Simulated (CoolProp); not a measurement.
Vapour-liquid equilibrium of R22 (1) + n-hexane (2) at -12.05 °C; x and y are mole fractions of (1).

Values from CoolProp's multi-fluid Helmholtz-energy mixture model, Kamei 1995 and Thol 2019; pair parameters Bell 2016.

| x | bubble pressure (bar) | y at the bubble point | dew pressure at overall composition x (bar) | liquid density (mol/L) |
|---|---|---|---|---|
| 0.05 | 0.3111 | 0.905 | 0.03219 | 8.193 |
| 0.2 | 1.064 | 0.975 | 0.03820 | 8.892 |
| 0.35 | 1.638 | 0.985 | 0.04699 | 9.692 |
| 0.5 | 2.055 | 0.990 | 0.06100 | 10.62 |
| 0.65 | 2.388 | 0.993 | 0.08690 | 11.72 |
| 0.8 | 2.720 | 0.995 | 0.1510 | 13.03 |
| 0.95 | 3.131 | 0.999 | 0.5748 | 14.65 |

No azeotrope shows between x = 0.05 and 0.95.

Pair parameters are fitted to limited data, so mixtures are less certain than the pure fluids. With so large a gap from Raoult's law the liquid may split in two, which this calculation doesn't test in full.
